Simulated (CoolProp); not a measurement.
Saturation properties of the fluoroketone C6F12O (FK-5-1-12) (Tc = 168.7 °C, pc = 1869 kPa, ω = 0.471).

Values from CoolProp's reference Helmholtz-energy equation of state, McLinden 2015.

```tsv
T (°C)	p (kPa)	liquid density (kg/m³)	liquid cp (kJ/(kg K))
28.45	46.62	1592	1.105
35.95	62.78	1569	1.110
43.45	83.07	1545	1.116
50.95	108.2	1521	1.124
58.55	139.3	1495	1.132
66.05	176.4	1470	1.141
73.55	220.6	1443	1.151
81.05	273.0	1415	1.162
88.55	334.2	1386	1.175
96.15	406.5	1355	1.190
103.65	488.8	1323	1.207
111.15	583.2	1289	1.227
118.65	690.8	1252	1.251
126.15	812.9	1213	1.282
```

It boils at 49.1 °C under 1 atm.
